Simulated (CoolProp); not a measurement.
Octamethylcyclotetrasiloxane (D4) at several states: Z from the reference equation and from simpler models built on Tc = 586.5 K, pc = 1.347 MPa, ω = 0.598; each cubic takes its own stable root.

Values from CoolProp's reference Helmholtz-energy equation of state, Thol 2015.

| T (K) | p (MPa) | phase | reference |
|---|---|---|---|
| 413.5 | 0.0169 | gas | 0.9837 |
| 487.3 | 0.192 | gas | 0.8890 |
| 341.9 | 1.41 | liquid | 0.1629 |
| 363.3 | 6.79 | liquid | 0.7494 |
| 402.4 | 0.191 | liquid | 0.02046 |
| 511.4 | 0.769 | liquid | 0.07996 |

Task: How far does each simpler model (Redlich-Kwong, Soave-Redlich-Kwong) lie from the reference over these 6 states: mean and median of the absolute difference, and the worst?

Result: 
- Redlich-Kwong: mean 13.9 %, median 17.0 %, worst +26.3 % at 511.4 K and 0.769 MPa
- Soave-Redlich-Kwong: mean 7.6 %, median 10.0 %, worst +13.1 % at 511.4 K and 0.769 MPa
